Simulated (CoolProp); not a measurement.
Model: reference Helmholtz-energy equation of state, Tillner-Roth 1994, in CoolProp.

Q: For R134a, give the phase and the Z, cp (kJ/(kg K)), speed of sound (m/s), conductivity (mW/(m K)) at 168.85 °C and 20.9 MPa.

A: 
- 168.85 °C and 20.9 MPa: supercritical; Z 0.687, cp 1.58, speed of sound 313, conductivity 57.0

Thermal conductivity comes from a separate model (McLinden 2000), an estimate that may be off by 10 % or more.
